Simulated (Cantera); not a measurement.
A perfectly stirred reactor is fed with CH₄ : O₂ : N₂ : CO₂ = 1 : 3.12 : 11.8 : 0.14 (molar parts), equivalence ratio 0.64, at 10.0 bar; it is adiabatic with a 350 K inlet, and is followed from long to short residence time, starting on the burning branch (τ in s: 0.36, 0.13, 0.044, 0.015, 0.0052, 0.0018, 0.00063, 0.00022, 7.6e-05, 2.6e-05, 9.2e-06).

Cantera simulation using GRI-Mech 3.0 (53 species, 325 reactions); the numbers are that mechanism's predictions, not measurements.

Problem. Predict: blow-out, bracketed by the residence times tried; x(CH₄) at τ = 0.360 s; x(O₂) at τ = 0.360 s; x(HO₂) at τ = 0.360 s; x(CO₂) at τ = 0.360 s; x(NO) at τ = 0.360 s; x(CH₄) at τ = 1.80 ms; x(O₂) at τ = 1.80 ms; x(HO₂) at τ = 1.80 ms; x(CO₂) at τ = 1.80 ms; x(NO) at τ = 1.80 ms.

Solution. 
```
Property                                                                        Result
------------------------------------------------  ------------------------------------
blow-out, bracketed by the residence times tried  burning at 0.630 ms, out at 0.220 ms
x(CH₄) at τ = 0.360 s                                                          1.86e-6
x(O₂) at τ = 0.360 s                                                            0.0697
x(HO₂) at τ = 0.360 s                                                          9.52e-7
x(CO₂) at τ = 0.360 s                                                           0.0709
x(NO) at τ = 0.360 s                                                           2.06e-5
x(CH₄) at τ = 1.80 ms                                                         0.000126
x(O₂) at τ = 1.80 ms                                                            0.0707
x(HO₂) at τ = 1.80 ms                                                          1.40e-5
x(CO₂) at τ = 1.80 ms                                                           0.0690
x(NO) at τ = 1.80 ms                                                           3.42e-6
```
